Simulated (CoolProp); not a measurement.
Vapour pressure (MPa) of ethylene: the reference equation beside estimates from Tc = 9.2 °C, pc = 5.042 MPa, ω = 0.087. Clausius-Clapeyron is anchored at -78.75 °C with a constant enthalpy of vaporisation of 12.42 kJ/mol.

Values from CoolProp's reference Helmholtz-energy equation of state, Smukala 2000.

```csv
T (°C),reference,Lee-Kesler,Clausius-Clapeyron,van der Waals
-123.85,0.02593,___,0.03532,0.2027
-112.55,0.05853,0.05793,___,___
-101.25,0.1173,0.1164,0.1315,0.4762
-90.05,0.2127,0.2119,0.2238,0.6763
-78.75,0.3595,0.3593,0.3595,___
-67.55,0.5692,0.5698,___,1.232
-56.25,0.8606,0.8617,___,1.598
-44.95,___,1.249,___,2.026
```

Task: What belongs in the gaps?

Result: 
- -123.85, Lee-Kesler: 0.02563
- -112.55, Clausius-Clapeyron: 0.07138
- -112.55, van der Waals: 0.3195
- -78.75, van der Waals: 0.9283
- -67.55, Clausius-Clapeyron: 0.5463
- -56.25, Clausius-Clapeyron: 0.7976
- -44.95, reference: 1.248
- -44.95, Clausius-Clapeyron: 1.122

Absolute difference from the reference over all 8 rows, mean and median: Lee-Kesler 0.5 and 0.3 %, Clausius-Clapeyron 12.1 and 8.7 %, van der Waals 259.3 and 188.1 %.
